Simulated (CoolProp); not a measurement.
Vapour-liquid equilibrium of benzene (1) + cyclohexane (2) at 398.5 K; x and y are mole fractions of (1).

The numbers come from the multi-fluid Helmholtz-energy mixture model, Thol 2012 and Zhou 2014; pair parameters Bell 2016 in CoolProp.

Q: Give the bubble pressure and the first vapour's composition at x = 0.2, 0.575, 0.875. Is there an azeotrope?

A: x = 0.2: 0.3467 MPa, y = 0.236; x = 0.575: 0.3620 MPa, y = 0.577; x = 0.875: 0.3525 MPa, y = 0.853. y crosses x between x = 0.575 and 0.65: the model has an azeotrope there.

The pair parameters rest on a limited set of measurements; away from them the model extrapolates.
